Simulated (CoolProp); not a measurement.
Methanol along the isotherm 308.25 °C: fugacity coefficient from the reference equation and from simpler models built on Tc = 240.2 °C, pc = 82.16 bar, ω = 0.565; each cubic takes its own stable root.

Values from CoolProp's reference Helmholtz-energy equation of state, de Reuck 1993.

```csv
p (bar),phase,reference,van der Waals,Peng-Robinson
2.6,gas,0.9938,0.9931,0.9925
3.92,gas,0.9907,0.9896,0.9888
5.91,gas,0.9860,0.9843,0.9831
8.92,gas,0.9788,0.9763,0.9746
13.5,gas,0.9678,0.9642,0.9617
20.3,gas,0.9515,0.9463,0.9429
30.6,gas,0.9266,0.9193,0.9150
46.2,gas,0.8890,0.8787,0.8741
69.7,gas,0.8333,0.8176,0.8154
105,supercritical,0.7530,0.7248,0.7342
159,supercritical,0.6395,0.5925,0.6287
239,supercritical,0.5090,0.4875,0.5237
361,supercritical,0.4063,0.4264,0.4437
545,supercritical,0.3410,0.4130,0.3987
822,supercritical,0.3106,0.4642,0.3938
```
